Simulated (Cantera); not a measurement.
A perfectly stirred reactor is fed with 38.5 % C3H8, 61.5 % H2, at 0.530 bar; it is held at 1875 K, and followed from long to short residence time.

Detailed kinetics in Cantera: GRI-Mech 3.0 (53 species, 325 reactions). GRI-Mech 3.0 was tuned for natural gas; its chemistry of propane as a main component is partial and can be far from experiment. GRI-Mech 3.0 stops at C3 and has no aromatics, soot or wall deposition, so with more carbon than oxygen in the feed, carbon stays in small species such as C2H2 where larger ones or solid carbon would form.

x: mole fraction; the columns are a selection and need not sum to one.

```
τ (s)        x C3H8   x H2       x C2H       x CH2       x CH3      x C2H4
-------  ----------  -----  ----------  ----------  ----------  ----------
11          8.40e-8  0.726     3.35e-6     1.71e-7    0.000136     0.00144
2.2         4.20e-7  0.725     3.37e-6     2.25e-7    0.000181     0.00145
0.44        2.09e-6  0.720     3.42e-6     3.90e-7    0.000319     0.00147
0.086    (withheld)  0.709     3.58e-6  (withheld)  (withheld)  (withheld)
0.017       5.20e-5  0.689     3.95e-6     1.68e-6     0.00140     0.00248
0.0033   (withheld)  0.659  (withheld)  (withheld)  (withheld)  (withheld)
0.00065     0.00114  0.621     5.73e-6     7.82e-6     0.00597      0.0183
0.00013     0.00510  0.574     6.37e-6     1.62e-5      0.0119      0.0537
```

Complete the blanks.


- 0.086, x C3H8: 1.06e-5
- 0.086, x CH2: 7.93e-7
- 0.086, x CH3: 0.000662
- 0.086, x C2H4: 0.00164
- 0.0033, x C3H8: 0.000250
- 0.0033, x C2H: 4.69e-6
- 0.0033, x CH2: 3.65e-6
- 0.0033, x CH3: 0.00294
- 0.0033, x C2H4: 0.00601
